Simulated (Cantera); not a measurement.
What does this Cantera script print?

```python
import numpy as np
import cantera as ct

gas_names = """
    CL CL2 H HCL H2 Na NaCL NaH Na2 Na2CL2
""".split()
cond_names = """
    Na(cr) Na(L) NaCL(s) NaCL(L)
""".split()


# ... load() reads the species with a 1 bar reference pressure and builds the phases ...
atoms = {
    'NaCl': {'Na': 1, 'CL': 1},
    'HCl': {'H': 1, 'CL': 1},
    'H2': {'H': 2},
}
top_T = {}  # K; cautious upper limits of use, not melting points


# ... equilibrate(T, P, feed) seeds the gas with the atoms and calls Mixture.equilibrate('TP', solver="vcs", rtol=1e-11, max_steps=5000) ...
results = []
feed = {'NaCl': 1, 'HCl': 0.024, 'H2': 0.25}  # mol
P = 100000  # Pa
for T in [800, 900, 1000, 1100, 1200, 1300, 1400]:
    mix = equilibrate(T, P, feed)
    results.append((T, P, feed, dict(zip(mix.species_names, mix.species_moles))))

top = {s: max(r[3][s] / sum(r[3][g] for g in gas_names) for r in results) for s in gas_names}
cols = sorted((s for s in top if top[s] > 1e-06), key=lambda s: -top[s])[:6]
seen = [c for c in cond_names if any(r[3].get(c, 0) > 1e-12 for r in results)]
print("log10 of partial pressures in bar; condensed amounts in mol")
print(f"{'T/K':>10s}" + "".join(f"{s[:9]:>10s}" for s in cols + seen))
for T, P, feed, n in results:
    ng = sum(n[g] for g in gas_names)
    print(f"{T:10.4g}" + "".join(f"{np.log10(max(n[s] / ng * P / 1e5, 1e-99)):10.3f}" for s in cols)
          + "".join(f"{n.get(c, 0):10.4g}" for c in seen))
```

It prints:

```
log10 of partial pressures in bar; condensed amounts in mol
       T/K        H2       HCL      NaCL    Na2CL2        Na         H   NaCL(s)   NaCL(L)
       800    -0.040    -1.058    -7.068    -7.734   -16.501   -11.558         1         0
       900    -0.040    -1.058    -5.474    -5.990   -13.487    -9.952         1         0
      1000    -0.040    -1.058    -4.212    -4.620   -11.090    -8.664         1         0
      1100    -0.040    -1.058    -3.226    -3.586    -9.175    -7.608         0    0.9997
      1200    -0.042    -1.059    -2.500    -2.915    -7.675    -6.726         0    0.9985
      1300    -0.047    -1.065    -1.897    -2.366    -6.414    -5.980         0    0.9941
      1400    -0.064    -1.081    -1.388    -1.910    -5.337    -5.345         0     0.981
```

Equilibrium computed with Cantera from the NASA thermochemical tables; the gas is ideal and each condensed phase is pure.
